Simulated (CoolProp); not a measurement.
Vapour-liquid equilibrium of CF4 (R14) (1) + CHF3 (R23) (2) at 197.2 K; x and y are mole fractions of (1).

Model: multi-fluid Helmholtz-energy mixture model, Platzer 1990 and Penoncello 2003; pair parameters Bell 2016, in CoolProp. This equation is an older, rougher fit; its heat capacities, sound speeds and derivatives of the liquid may be far off and weren't checked against measurements.

```
x      bubble pressure (kPa)  y at the bubble point  dew pressure at overall composition x (kPa)  liquid density (mol/L)
-----  ---------------------  ---------------------  -------------------------------------------  ----------------------
0.05                   322.3                  0.560                                        149.7                   19.98
0.125                  543.9                  0.742                                        162.7                   19.49
0.2                    712.2                  0.807                                        178.0                   19.00
0.275                  836.4                  0.839                                        196.5                   18.51
0.35                   926.8                  0.858                                        219.0                   18.03
0.425                  993.6                  0.871                                        247.4                   17.56
0.5                     1046                  0.881                                        284.2                   17.09
0.575                   1091                  0.890                                        333.7                   16.63
0.65                    1135                  0.900                                        403.9                   16.18
0.725                   1181                  0.912                                        510.9                   15.75
0.8                     1233                  0.927                                        690.7                   15.33
0.875                   1292                  0.947                                         1015                   14.95
0.95                    1357                  0.975                                         1299                   14.61
```

No azeotrope shows between x = 0.05 and 0.95.

Pair parameters are fitted to limited data, so mixtures are less certain than the pure fluids. With so large a gap from Raoult's law the liquid may split in two, which this calculation doesn't test in full.
